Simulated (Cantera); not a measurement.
Hydrocarbon pyrolysis for carbon deposition

An isothermal, constant-pressure homogeneous reactor starts with 30.3 % CH4, 69.7 % H2, at 1500 K and 0.0133 bar.

Model: GRI-Mech 3.0 (53 species, 325 reactions), integrated in Cantera. GRI-Mech 3.0 stops at C3 and has no aromatics, soot or wall deposition, so with more carbon than oxygen in the feed, carbon stays in small species such as C2H2 where larger ones or solid carbon would form. Radical loss at walls, strong at low pressure, is not modelled.

```tsv
t (s)	x CH4	x H2	x C2H4	x C2H2	x CH2
2.00e-6	0.303	0.697	<1e-12	<1e-12	<1e-12
6.93e-6	0.303	0.697	<1e-12	<1e-12	<1e-12
2.40e-5	0.303	0.697	<1e-12	<1e-12	<1e-12
8.32e-5	0.303	0.697	<1e-12	<1e-12	<1e-12
0.000288	0.303	0.697	5.25e-12	<1e-12	<1e-12
0.001000	0.303	0.697	2.95e-10	<1e-12	3.32e-12
0.00346	0.303	0.697	1.35e-8	1.74e-11	4.23e-11
0.0120	0.303	0.697	5.68e-7	3.26e-9	5.00e-10
0.0416	0.303	0.697	2.26e-5	7.73e-7	5.10e-9
0.144	0.301	0.698	0.000519	0.000142	2.54e-8
0.500	0.290	0.704	0.00154	0.00331	2.97e-8
1.73	0.257	0.725	0.00136	0.0163	2.78e-8
6.00	0.180	0.772	0.000842	0.0463	2.31e-8
```
x: mole fraction; the columns are a selection and need not sum to one.

Equilibrium at this temperature and pressure: CH4 0.00316, H2 0.882, C2H4 0.000380, C2H2 0.115, CH2 1.42e-9 (gas phase only).
